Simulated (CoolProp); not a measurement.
Ethanol along the isobar 25.7 bar: density (kg/m³) from the reference equation and from simpler models built on Tc = 514.7 K, pc = 62.68 bar, ω = 0.644; each cubic takes its own stable root.

Model: reference Helmholtz-energy equation of state, Schroeder 2014, in CoolProp.

```tsv
T (K)	phase	reference
248.7	liquid	828.8
273.2	liquid	808.3
297.7	liquid	787.7
322.2	liquid	766.6
346.7	liquid	744.2
371.2	liquid	719.6
395.7	liquid	691.6
420.2	liquid	658.1
444.7	liquid	617.0
469.2	gas	40.44
493.7	gas	35.08
518.2	gas	31.70
542.7	gas	29.25
567.2	gas	27.32
591.7	gas	25.74
```

**Question.** How far does each simpler model (Redlich-Kwong, Soave-Redlich-Kwong) lie from the reference over these 15 states: mean and median of the absolute difference, and the worst?

**Answer.** 
- Redlich-Kwong: mean 19.3 %, median 20.1 %, worst -92.9 % at 444.7 K and 25.7 bar
- Soave-Redlich-Kwong: mean 10.3 %, median 15.1 %, worst -19.6 % at 444.7 K and 25.7 bar

At some of these states Redlich-Kwong gives the other phase, because its saturation line lies elsewhere.
